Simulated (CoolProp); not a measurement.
Vapour-liquid equilibrium of carbon dioxide (1) + C2F6 (R116) (2) at 1.98 MPa; x and y are mole fractions of (1).

Values from CoolProp's multi-fluid Helmholtz-energy mixture model, Span 1996 and Lemmon 2006; pair parameters Bell 2016.

Q: Give the bubble temperature and the first vapour's composition at x = 0.05, 0.5, 0.875. Is there an azeotrope?

A: x = 0.05: -0.7 °C, y = 0.095; x = 0.5: -20.5 °C, y = 0.638; x = 0.875: -22.4 °C, y = 0.843. y crosses x between x = 0.725 and 0.8: the model has an azeotrope there.

The pair parameters rest on a limited set of measurements; away from them the model extrapolates.
